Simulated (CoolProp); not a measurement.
The numbers come from the reference Helmholtz-energy equation of state, Thol 2021 in CoolProp.

Give the vapour pressure (kPa), liquid density (kg/m³), liquid cp (kJ/(kg K)) of saturated chlorine at 400.2 K.


```tsv
T (K)	p (kPa)	liquid density (kg/m³)	liquid cp (kJ/(kg K))
400.2	5980	943	2.02
```
